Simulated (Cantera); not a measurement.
An isothermal, constant-pressure homogeneous reactor starts with 1.74 % CO, 0.965 % O2, 0.772 % H2O, 96.5 % N2, equivalence ratio 0.90, at 1523 K and 1.01 bar.

Cantera simulation using GRI-Mech 3.0 (53 species, 325 reactions); the numbers are that mechanism's predictions, not measurements.

One state of this run: x CO = 3.87e-6; x O2 = 0.000969; x H2O = 0.00779; x O = 1.72e-7; x CO2 = 0.0175. x: mole fraction; the columns are a selection and need not sum to one.

Question: Which value of t (s) does it belong to?
(A) 0.0837
(B) 100
(C) 0.000743
(D) 7.00e-5

Answer: B, 100
